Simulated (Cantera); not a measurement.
An isothermal, constant-pressure homogeneous reactor starts with N₂O : O₂ = 1 : 0.2 (molar parts), at 1598 K and 0.770 atm. Integrator tolerance rtol = 1e-08.

Computed with Cantera and GRI-Mech 3.0 (53 species, 325 reactions). GRI-Mech 3.0 was tuned for natural gas; its chemistry of N2O as a main component is partial and can be far from experiment. The temperature is held fixed by assumption; the heat of reaction is taken as removed at once.

Q: What does this change do: temperature 1598 to 1273 K?

A: 
```csv
quantity,before,after
x(N₂O) at 9.00 s,6.79e-6 (gas-phase equilibrium 1.06e-7),9.11e-5 (gas-phase equilibrium 2.06e-8)
x(O₂) at 9.00 s,0.341 (gas-phase equilibrium 0.411),0.381 (gas-phase equilibrium 0.412)
x(NO) at 9.00 s,0.140 (gas-phase equilibrium 0.00233),0.0607 (gas-phase equilibrium 0.000402)
x(O) at 9.00 s,9.45e-6 (gas-phase equilibrium 1.03e-5),7.77e-8 (gas-phase equilibrium 7.86e-8)
x(N₂) at 9.00 s,0.518 (gas-phase equilibrium 0.587),0.558 (gas-phase equilibrium 0.588)
x(NO₂) at 9.00 s,0.000635 (gas-phase equilibrium 1.16e-5),0.000864 (gas-phase equilibrium 6.02e-6)
```
The mechanism lacks the step 2 NO + O2 → 2 NO2, which can matter for NO2 below about 1400 K.

Q: What does this change do: temperature 1598 to 1373 K?

A: 
```tsv
quantity	before	after
x(N₂O) at 9.00 s	6.79e-6 (gas-phase equilibrium 1.06e-7)	2.15e-6 (gas-phase equilibrium 3.69e-8)
x(O₂) at 9.00 s	0.341 (gas-phase equilibrium 0.411)	0.368 (gas-phase equilibrium 0.411)
x(NO) at 9.00 s	0.140 (gas-phase equilibrium 0.00233)	0.0853 (gas-phase equilibrium 0.000754)
x(O) at 9.00 s	9.45e-6 (gas-phase equilibrium 1.03e-5)	4.27e-7 (gas-phase equilibrium 4.50e-7)
x(N₂) at 9.00 s	0.518 (gas-phase equilibrium 0.587)	0.545 (gas-phase equilibrium 0.588)
x(NO₂) at 9.00 s	0.000635 (gas-phase equilibrium 1.16e-5)	0.000813 (gas-phase equilibrium 7.60e-6)
```
The mechanism lacks the step 2 NO + O2 → 2 NO2, which can matter for NO2 below about 1400 K.
